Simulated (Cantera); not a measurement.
Source: NASA polynomial tables (part measured, part estimated), evaluated in Cantera. Values are per mole of reaction as written; species without (g) are pure solids or liquids, kept so even where they would boil at 1 bar.

a) H2(g) + I2(g) ⇌ 2 HI(g)
b) 0.6667 Al + I2(g) ⇌ 0.6667 AlI3(g)
c) Pb + I2(g) ⇌ PbI2(g)
d) Mg + I2(g) ⇌ MgI2

Task: Order these by ΔG° at 823 K, most negative first.

Result: d (-300 kJ), b (-166 kJ), c (-89 kJ), a (-25 kJ)
